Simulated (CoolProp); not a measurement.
R134a at 298.15 K and 5.57 MPa is throttled through a valve to 0.725 MPa with no heat exchange. Each further row changes one setting.

The numbers come from the reference Helmholtz-energy equation of state, Tillner-Roth 1994 in CoolProp.

| case | temperature change (K) | final phase | final density (kg/m³) |
|---|---|---|---|
| as stated | +0.3 | liquid | 1210 |
| outlet pressure 0.217 MPa | ? | ? | ? |
| outlet pressure 0.943 MPa | +0.3 | liquid | 1210 |

What belongs in the gaps?


- outlet pressure 0.217 MPa, temperature change (K): -33.0
- outlet pressure 0.217 MPa, final phase: two-phase, vapour fraction 0.223
- outlet pressure 0.217 MPa, final density (kg/m³): 47.2
